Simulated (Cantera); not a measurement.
Input (Python, Cantera) and output of one run.

```python
import numpy as np
import cantera as ct

gas_names = """
    H HO2 H2 H2O H2O2 O OH O2 O3 P PH PH3 PO PO2 P2 P4 P4O10
""".split()
cond_names = """
    H2O(s) H2O(L) P(cr) P(L) P4O10(s)
""".split()


# ... load() reads the species with a 1 bar reference pressure and builds the phases ...
atoms = {
    'PH3': {'P': 1, 'H': 3},
    'H2O': {'H': 2, 'O': 1},
    'O2': {'O': 2},
}
top_T = {'P4O10(s)': 690}  # K; cautious upper limits of use, not melting points


# ... equilibrate(T, P, feed) seeds the gas with the atoms and calls Mixture.equilibrate('TP', solver="vcs", rtol=1e-11, max_steps=5000) ...
results = []
T = 3350  # K
P = 30000  # Pa
for m in [0.066, 0.19, 0.32, 0.45, 0.58, 0.7, 0.83, 0.96, 1.1]:
    feed = {'PH3': 1, 'H2O': m, 'O2': 0.18}  # mol
    mix = equilibrate(T, P, feed)
    results.append((T, P, feed, dict(zip(mix.species_names, mix.species_moles))))

top = {s: max(r[3][s] / sum(r[3][g] for g in gas_names) for r in results) for s in gas_names}
cols = sorted((s for s in top if top[s] > 0.001), key=lambda s: -top[s])[:7]
seen = [c for c in cond_names if any(r[3].get(c, 0) > 1e-12 for r in results)]
print("log10 of partial pressures in bar; condensed amounts in mol")
print(f"{'n(H2O)':>10s}" + "".join(f"{s[:9]:>10s}" for s in cols + seen))
for T, P, feed, n in results:
    ng = sum(n[g] for g in gas_names)
    print(f"{feed['H2O']:10.4g}" + "".join(f"{np.log10(max(n[s] / ng * P / 1e5, 1e-99)):10.3f}" for s in cols)
          + "".join(f"{n.get(c, 0):10.4g}" for c in seen))
```

It prints:

```
log10 of partial pressures in bar; condensed amounts in mol
    n(H2O)         H        H2        PO         P        P2       H2O        OH
     0.066    -0.904    -1.042    -1.412    -1.623    -1.756    -2.864    -3.100
      0.19    -0.903    -1.041    -1.340    -1.696    -1.902    -2.717    -2.954
      0.32    -0.903    -1.040    -1.289    -1.783    -2.076    -2.577    -2.815
      0.45    -0.903    -1.040    -1.255    -1.883    -2.276    -2.443    -2.681
      0.58    -0.903    -1.041    -1.236    -1.998    -2.506    -2.311    -2.548
       0.7    -0.904    -1.043    -1.231    -2.114    -2.738    -2.192    -2.428
      0.83    -0.907    -1.047    -1.236    -2.242    -2.993    -2.074    -2.308
      0.96    -0.909    -1.053    -1.249    -2.362    -3.233    -1.973    -2.204
       1.1    -0.913    -1.060    -1.269    -2.477    -3.464    -1.884    -2.111
```

Equilibrium computed with Cantera from the NASA thermochemical tables; the gas is ideal and each condensed phase is pure. Gases not in the tables: HPO2, HPO3 and P4O6.
